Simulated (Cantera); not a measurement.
Low-pressure radical oxidation in H2/O2

An isothermal, constant-pressure homogeneous reactor starts with 6.53 % H2, 17.6 % O2, 75.8 % N2, at 1275 K and 0.00820 bar.

Cantera simulation using GRI-Mech 3.0 (53 species, 325 reactions); the numbers are that mechanism's predictions, not measurements. Radical loss at walls, strong at low pressure, is not modelled. The temperature is held fixed by assumption; the heat of reaction is taken as removed at once.

| t (s) | x H2 | x O2 | x H | x NO | x OH | x N2O |
|---|---|---|---|---|---|---|
| 2.00e-5 | 0.0653 | 0.176 | 4.78e-10 | <1e-12 | 1.63e-11 | <1e-12 |
| 6.54e-5 | 0.0653 | 0.176 | 1.50e-9 | <1e-12 | 1.47e-10 | <1e-12 |
| 0.000214 | 0.0653 | 0.176 | 5.06e-9 | <1e-12 | 1.11e-9 | <1e-12 |
| 0.000700 | 0.0653 | 0.176 | 3.47e-8 | <1e-12 | 1.09e-8 | <1e-12 |
| 0.00229 | 0.0652 | 0.176 | 4.84e-6 | <1e-12 | 1.62e-6 | <1e-12 |
| 0.00749 | 0.00463 | 0.141 | 0.0248 | 6.61e-8 | 0.00384 | 1.03e-9 |
| 0.0245 | 0.00367 | 0.140 | 0.0225 | 7.09e-7 | 0.00352 | 1.99e-9 |
| 0.0801 | 0.00322 | 0.141 | 0.0174 | 2.30e-6 | 0.00331 | 2.17e-9 |
| 0.262 | 0.00200 | 0.144 | 0.00755 | 4.55e-6 | 0.00264 | 2.81e-9 |
| 0.857 | 0.000482 | 0.147 | 0.000814 | 5.40e-6 | 0.00130 | 5.17e-9 |
| 2.80 | 4.64e-5 | 0.148 | 2.39e-5 | 5.45e-6 | 0.000406 | 9.96e-9 |
| 9.17 | 5.24e-6 | 0.149 | 9.08e-7 | 5.45e-6 | 0.000137 | 1.29e-8 |
| 30.0 | 9.23e-7 | 0.149 | 6.73e-8 | 5.45e-6 | 5.75e-5 | 1.20e-8 |
x: mole fraction; the columns are a selection and need not sum to one.

Equilibrium at this temperature and pressure: H2 1.07e-7, O2 0.148, H 2.69e-9, NO 0.000283, OH 1.96e-5, N2O 1.71e-9 (gas phase only).
